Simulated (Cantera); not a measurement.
Cantera run:

```python
import numpy as np
import cantera as ct

gas_names = """
    H HO2 H2 H2O H2O2 Hg O OH O2 O3
""".split()
cond_names = """
    H2O(s) H2O(L) Hg(cr) Hg(L) HgO(s)
""".split()


# ... load() reads the species with a 1 bar reference pressure and builds the phases ...
atoms = {
    'HgO': {'Hg': 1, 'O': 1},
    'H2': {'H': 2},
}
top_T = {}  # K; cautious upper limits of use, not melting points


# ... equilibrate(T, P, feed) seeds the gas with the atoms and calls Mixture.equilibrate('TP', solver="vcs", rtol=1e-11, max_steps=5000) ...
results = []
feed = {'HgO': 1, 'H2': 0.5}  # mol
T = 950  # K
P = 13332.2  # Pa
mix = equilibrate(T, P, feed)
results.append((T, P, feed, dict(zip(mix.species_names, mix.species_moles))))
x = sorted(zip(gas.X, gas.species_names), reverse=True)
print(f"T = {T:g} K  P = {P:g} Pa  gas = {mix.phase_moles(0):.4g} mol")
print("   x: " + "  ".join(f"{s} {v:.3e}" for v, s in x if v > 0.001))
print("   condensed (mol): " + ("  ".join(f"{mix.phase(i).name} {mix.phase_moles(i):.4g}"
      for i in range(1, mix.n_phases) if mix.phase_moles(i) > 1e-12) or "none"))
```

It prints:

```
T = 950 K  P = 13332.2 Pa  gas = 1.75 mol
   x: Hg 5.714e-01  H2O 2.857e-01  O2 1.429e-01
   condensed (mol): none
```

Cantera equilibrium calculation (NASA polynomials, part measured and part estimated; ideal gas, pure solids and liquids).
